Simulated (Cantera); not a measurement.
Premixed flame

A freely propagating, adiabatic, planar premixed flame of 38.7 % H₂, 12.9 % O₂, 48.4 % N₂, equivalence ratio 1.5, unburnt at 475 K and 0.207 atm; mixture-averaged transport, grid criteria slope 0.08 and curve 0.16, no radiation.

Cantera simulation using the H2/O2 subset of GRI-Mech 3.0, which has no nitrogen chemistry; the numbers are that mechanism's predictions, not measurements. Burning velocities carry a grid error of a few per cent, more on coarse grids.

```json
[
 {"z (mm)": "-9.58", "T (K)": "475", "u (m/s)": "5.06", "x H₂": "0.387", "x O₂": "0.129", "x O": "<1e-8", "x H₂O": "<1e-8", "x H": "<1e-8", "x OH": "<1e-8"},
 {"z (mm)": "-6.39", "T (K)": "475", "u (m/s)": "5.06", "x H₂": "0.387", "x O₂": "0.129", "x O": "<1e-8", "x H₂O": "<1e-8", "x H": "<1e-8", "x OH": "<1e-8"},
 {"z (mm)": "-4.79", "T (K)": "475", "u (m/s)": "5.06", "x H₂": "0.387", "x O₂": "0.129", "x O": "<1e-8", "x H₂O": "<1e-8", "x H": "<1e-8", "x OH": "<1e-8"},
 {"z (mm)": "-3.19", "T (K)": "475", "u (m/s)": "5.06", "x H₂": "0.387", "x O₂": "0.129", "x O": "<1e-8", "x H₂O": "<1e-8", "x H": "<1e-8", "x OH": "<1e-8"},
 {"z (mm)": "-1.60", "T (K)": "482", "u (m/s)": "5.13", "x H₂": "0.386", "x O₂": "0.129", "x O": "4.30e-6", "x H₂O": "0.000300", "x H": "0.000116", "x OH": "3.04e-5"},
 {"z (mm)": "-0.798", "T (K)": "665", "u (m/s)": "6.96", "x H₂": "0.359", "x O₂": "0.124", "x O": "0.000171", "x H₂O": "0.0147", "x H": "0.00848", "x OH": "0.000497"},
 {"z (mm)": "0", "T (K)": "1100", "u (m/s)": "11.2", "x H₂": "0.226", "x O₂": "0.0797", "x O": "0.00516", "x H₂O": "0.111", "x H": "0.0691", "x OH": "0.00239"},
 {"z (mm)": "0.798", "T (K)": "1385", "u (m/s)": "13.9", "x H₂": "0.116", "x O₂": "0.0166", "x O": "0.00747", "x H₂O": "0.229", "x H": "0.112", "x OH": "0.00581"},
 {"z (mm)": "1.60", "T (K)": "1498", "u (m/s)": "14.9", "x H₂": "0.106", "x O₂": "0.00771", "x O": "0.00657", "x H₂O": "0.247", "x H": "0.108", "x OH": "0.00724"},
 {"z (mm)": "3.19", "T (K)": "1621", "u (m/s)": "16.0", "x H₂": "0.112", "x O₂": "0.00611", "x O": "0.00598", "x H₂O": "0.252", "x H": "0.0935", "x OH": "0.00870"},
 {"z (mm)": "6.39", "T (K)": "1757", "u (m/s)": "17.2", "x H₂": "0.119", "x O₂": "0.00482", "x O": "0.00502", "x H₂O": "0.257", "x H": "0.0771", "x OH": "0.00987"},
 {"z (mm)": "12.8", "T (K)": "1901", "u (m/s)": "18.4", "x H₂": "0.126", "x O₂": "0.00342", "x O": "0.00372", "x H₂O": "0.264", "x H": "0.0601", "x OH": "0.0104"},
 {"z (mm)": "25.5", "T (K)": "2037", "u (m/s)": "19.5", "x H₂": "0.131", "x O₂": "0.00215", "x O": "0.00241", "x H₂O": "0.271", "x H": "0.0445", "x OH": "0.00981"}
]
```
x: mole fraction of selected species; z is measured from the peak of heat release.

```yaml
laminar_burning_velocity: 506 cm/s
thermal_thickness: 3.19 mm
peak x(O): 0.00788
peak x(H): 0.112
peak x(OH): 0.0104
grid_points: 145
```
